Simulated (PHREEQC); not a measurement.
# Copper plating or etch bath

Dissolve 0.16 mol/kgw CuSO4, 0.015 mol/kgw HNO3, 0.00048 mol/kgw Na2SO4 and 0.0078 mol/kgw LiOH at 25 °C. Closed to the air; pH follows from the charge balance.

Computed with PHREEQC (ion-association model, wateq4f.dat).

This is a speciation only: nothing precipitates in the calculation.

Question: Predict the pH.

Answer: pH 2.73.

Question: In which forms is S present?

Answer: CuSO4 49 %, SO4-2 47 %, HSO4- 3.0 % of the S.

Species that the database lacks are ignored.
